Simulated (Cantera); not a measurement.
Charge: 1 mol MgSO4, 0.96 mol H2, 0.56 mol CO2, at 750 Torr.

Method: chemical equilibrium by Gibbs-energy minimisation in Cantera with the NASA 1993 tables (ideal gas, pure condensed phases). Candidate condensed phases: C, C6H6, C7H8, C8H18, H2O, H2SO4, Mg, MgCO3, MgO, Mg(OH)2, MgS, MgSO4, S; 130 gas species. Gases not in the tables: S3 to S7. Kinetics and transport are ignored.

Q: At 527 °C, list the 6 most abundant gas species with their mole fractions, and the condensed phases.

A: H2O 0.447, CO2 0.284, SO2 0.209, H2S 0.0400, S2 0.0183, S2O 0.00149. Condensed: MgO(s) + MgSO4(s).
